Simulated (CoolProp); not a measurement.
Saturation properties of R13.

The numbers come from the reference Helmholtz-energy equation of state, Platzer 1990 in CoolProp. This equation is an older, rougher fit; its heat capacities, sound speeds and derivatives of the liquid may be far off and weren't checked against measurements.

```json
[
 {"T (K)": "205.6", "p (bar)": "2.011", "liquid density (kg/m³)": "1466", "vapour density (kg/m³)": "13.16", "liquid viscosity (µPa s)": "253", "vapour viscosity (µPa s)": "9.89"},
 {"T (K)": "210.8", "p (bar)": "2.534", "liquid density (kg/m³)": "1445", "vapour density (kg/m³)": "16.38", "liquid viscosity (µPa s)": "235", "vapour viscosity (µPa s)": "10.1"},
 {"T (K)": "215.9", "p (bar)": "3.141", "liquid density (kg/m³)": "1424", "vapour density (kg/m³)": "20.09", "liquid viscosity (µPa s)": "219", "vapour viscosity (µPa s)": "10.4"},
 {"T (K)": "221", "p (bar)": "3.853", "liquid density (kg/m³)": "1402", "vapour density (kg/m³)": "24.44", "liquid viscosity (µPa s)": "204", "vapour viscosity (µPa s)": "10.7"},
 {"T (K)": "226.1", "p (bar)": "4.679", "liquid density (kg/m³)": "1379", "vapour density (kg/m³)": "29.49", "liquid viscosity (µPa s)": "190", "vapour viscosity (µPa s)": "11.0"},
 {"T (K)": "231.2", "p (bar)": "5.630", "liquid density (kg/m³)": "1356", "vapour density (kg/m³)": "35.34", "liquid viscosity (µPa s)": "178", "vapour viscosity (µPa s)": "11.2"},
 {"T (K)": "236.3", "p (bar)": "6.717", "liquid density (kg/m³)": "1332", "vapour density (kg/m³)": "42.09", "liquid viscosity (µPa s)": "166", "vapour viscosity (µPa s)": "11.5"},
 {"T (K)": "241.4", "p (bar)": "7.951", "liquid density (kg/m³)": "1307", "vapour density (kg/m³)": "49.86", "liquid viscosity (µPa s)": "155", "vapour viscosity (µPa s)": "11.9"},
 {"T (K)": "246.6", "p (bar)": "9.374", "liquid density (kg/m³)": "1281", "vapour density (kg/m³)": "58.99", "liquid viscosity (µPa s)": "144", "vapour viscosity (µPa s)": "12.2"},
 {"T (K)": "251.7", "p (bar)": "10.94", "liquid density (kg/m³)": "1253", "vapour density (kg/m³)": "69.31", "liquid viscosity (µPa s)": "134", "vapour viscosity (µPa s)": "12.6"},
 {"T (K)": "256.8", "p (bar)": "12.70", "liquid density (kg/m³)": "1225", "vapour density (kg/m³)": "81.22", "liquid viscosity (µPa s)": "125", "vapour viscosity (µPa s)": "13.0"}
]
```

It boils at 191.7 K under 1 atm.

Viscosity comes from a separate model (Huber 2003), an estimate that may be off by 10 % or more.
